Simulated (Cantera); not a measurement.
A jet of H₂ : O₂ : N₂ = 0.024 : 0.11 : 0.79 (molar parts), equivalence ratio 0.11 at 300 K and 0.250 bar hits a platinum plate 5.3 cm away at a mass flux of 0.027 kg/m²/s; the plate temperature is set and raised in steps from an oxygen-covered start.

Cantera simulation using Deutschmann's 1995 Pt surface mechanism with GRI-Mech 3.0 gas chemistry; the numbers are that mechanism's predictions, not measurements. Catalytic surfaces can have several steady states; this one follows from the mechanism file's or the stated starting coverage.

x: mole fraction at the wall; θ: surface coverage.

| plate T (K) | wall x H₂ | wall x O₂ | wall x H₂O | wall x OH | θ free Pt | θ O* | θ OH* |
|---|---|---|---|---|---|---|---|
| 700 | 0.00126 | 0.0929 | 0.0472 | <1e-8 | 0.0304 | 0.966 | 0.00366 |
| 750 | 0.000936 | 0.0926 | 0.0476 | <1e-8 | 0.0429 | 0.954 | 0.00314 |
| 800 | 0.000606 | 0.0923 | 0.0480 | <1e-8 | 0.0694 | 0.928 | 0.00298 |
| 850 | 0.000408 | 0.0922 | 0.0481 | 1.06e-8 | 0.109 | 0.888 | 0.00284 |
| 900 | 0.000289 | 0.0921 | 0.0482 | ___ | 0.160 | 0.838 | 0.00266 |
| 950 | 0.000220 | 0.0921 | 0.0481 | ___ | 0.217 | 0.781 | 0.00244 |
| 1000 | 0.000176 | 0.0921 | 0.0480 | ___ | 0.277 | 0.720 | 0.00221 |

Question: Some entries are withheld; supply them.

Answer: 
- 900, wall x OH: 3.24e-8
- 950, wall x OH: 8.80e-8
- 1000, wall x OH: 2.28e-7
